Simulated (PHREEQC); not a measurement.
Consider water at 25 °C with 1.5 mmol/kgw NaHSO4 and 41 mmol/kgw K2HPO4. Closed to the air; pH follows from the charge balance.

All values are PHREEQC results (ion-association model, phreeqc.dat), not measurements.

This is a speciation only: nothing precipitates in the calculation.

What pH does the model give?

pH 8.26.

In which forms is K present?

K+ 97 %, KHPO4- 2.4 % of the K.

Complexes and solids missing from the database can't appear.
